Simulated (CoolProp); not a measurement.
Acetone along the isobar 6.01 MPa: density (kg/m³) from the reference equation and from simpler models built on Tc = 508.1 K, pc = 4.692 MPa, ω = 0.307; each cubic takes its own stable root.

Model: reference Helmholtz-energy equation of state, Lemmon 2006, in CoolProp. It is a short technical equation, of lower accuracy than the large ones.

```tsv
T (K)	phase	reference
310.3	liquid	777.4
328.8	liquid	756.9
347.2	liquid	735.9
365.6	liquid	713.9
384.1	liquid	690.8
402.5	liquid	666.3
421	liquid	639.8
439.4	liquid	611.0
457.8	liquid	578.6
476.3	liquid	540.6
494.7	liquid	493.0
513.1	supercritical	419.4
531.6	supercritical	211.1
550	supercritical	143.1
```

Task: How far does each simpler model (Redlich-Kwong, Soave-Redlich-Kwong, Peng-Robinson) lie from the reference over these 14 states: mean and median of the absolute difference, and the worst?

Result: 
- Redlich-Kwong: mean 22.7 %, median 25.2 %, worst -29.5 % at 513.1 K and 6.01 MPa
- Soave-Redlich-Kwong: mean 21.9 %, median 21.7 %, worst -30.6 % at 513.1 K and 6.01 MPa
- Peng-Robinson: mean 12.9 %, median 11.7 %, worst -23.7 % at 513.1 K and 6.01 MPa
